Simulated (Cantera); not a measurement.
Input: 1 mol B2O3, 19 mol N2, 0.19 mol H2, at 10000 Pa.

Method: chemical equilibrium by Gibbs-energy minimisation in Cantera with the NASA 1993 tables (ideal gas, pure condensed phases). Candidate condensed phases: B, BN, B2O3, B3O3H3, H2O; 39 gas species. N2 is the only nitrogen source here; it is nearly inert below about 1500 K, so the nitride shown seldom forms there in practice. Mutual solubility and eutectic melting of coexisting phases are not modelled. Equilibrium is a limit: real reactors are often held back by kinetics, nucleation or transport.

x: gas mole fraction; n: condensed amount in mol.

```csv
T (°C),x N2,x B2O3,x BO,x H2,x HBO2,x H,x BO2,n BN(s),n B2O3(l)
725,0.990,3.04e-11,<1e-12,0.00986,5.29e-7,6.75e-10,<1e-12,0.000569,1.000
925,0.990,8.62e-8,5.45e-11,0.00985,1.63e-5,5.97e-8,<1e-12,0.000623,1.000
1125,0.990,2.29e-5,5.95e-8,0.00977,0.000176,1.48e-6,6.53e-10,0.00151,0.997
1325,0.988,0.00141,1.09e-5,0.00922,0.000973,1.62e-5,8.15e-8,0.00423,0.958
1525,0.952,0.0333,0.000387,?,0.00472,8.84e-5,5.29e-6,0,0.240
1725,0.940,0.0428,0.00180,?,0.00654,0.000358,5.65e-5,0,0
1925,0.938,0.0407,0.00506,?,0.00801,0.00110,0.000380,0,0
2125,0.934,0.0372,0.0103,?,0.00929,0.00249,0.00204,0,0
```

Task: Some entries are withheld; supply them.

Result: 
- 1525, x H2: 0.00630
- 1725, x H2: 0.00498
- 1925, x H2: 0.00387
- 2125, x H2: 0.00250
